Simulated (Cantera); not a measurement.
## Stirred combustor or abatement burner

A perfectly stirred reactor is fed with C₂H₆ : O₂ : N₂ : H₂O = 1 : 4.27 : 16 : 0.86 (molar parts), equivalence ratio 0.82, at 9.40 bar; it is adiabatic with a 525 K inlet, and is followed from long to short residence time, starting on the burning branch (τ in s: 0.25, 0.077, 0.024, 0.0075, 0.0023, 0.00072, 0.00022, 7e-05, 2.2e-05, 6.8e-06).

Cantera simulation using GRI-Mech 3.0 (53 species, 325 reactions); the numbers are that mechanism's predictions, not measurements.

```
τ (s)    T (K)    x C₂H₆    x O₂    x CH₂    x CH₂O       x H
-------  -----  --------  ------  -------  --------  --------
0.25      2169   2.45e-8  0.0326  3.42e-9   2.90e-8   2.68e-5
0.077     2171   7.80e-8  0.0332  1.11e-8   9.24e-8   2.83e-5
0.024     2171   2.44e-7  0.0337  3.48e-8   2.83e-7   3.21e-5
0.0075    2168   7.46e-7  0.0340  1.05e-7   8.11e-7   4.31e-5
0.0023    2159   2.21e-6  0.0345  3.02e-7   2.09e-6   7.73e-5
0.00072   2139   6.07e-6  0.0354  7.88e-7   4.81e-6  0.000172
0.00022   2101   1.66e-5  0.0374  2.02e-6   1.16e-5  0.000410
7.0e-5    2036   4.59e-5  0.0412  4.96e-6   3.10e-5  0.000853
2.2e-5    1895  0.000198  0.0520  1.27e-5  0.000123   0.00121
6.8e-6     525    0.0452   0.193   <1e-12    <1e-12    <1e-12
```
x: mole fraction; the columns are a selection and need not sum to one.
